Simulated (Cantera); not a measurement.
Input: 1 mol SiCl₄, 0.0049 mol Cl₂, 3.9 mol N₂, held at 13.0 mbar.

Method: chemical equilibrium by Gibbs-energy minimisation in Cantera with the NASA 1993 tables (ideal gas, pure condensed phases). Candidate condensed phases: Si, Si₃N₄; 13 gas species. The tables' values for SiCl₃ are old estimates; treat these amounts as uncertain. Equilibrium is a limit: real reactors are often held back by kinetics, nucleation or transport. All values below are at 1598 K.

Base state: N₂ 0.783, SiCl₄ 0.188, Cl 0.0159, SiCl₃ 0.0112, SiCl₂ 0.00165, Cl₂ 0.000279 (mole fractions); condensed: gas only.

**Question.** What changes in the equilibrium state with this change: Cl₂ from 0.0049 to 0.054 mol?

**Answer.** 
| species | before | after |
|---|---|---|
| N₂ | 0.783 | 0.773 |
| SiCl₄ | 0.188 | 0.191 |
| Cl | 0.0159 | 0.0275 |
| SiCl₃ | 0.0112 | 0.00660 |
| Cl₂ | 0.000279 | 0.000832 |
| SiCl₂ | 0.00165 | 0.000564 |
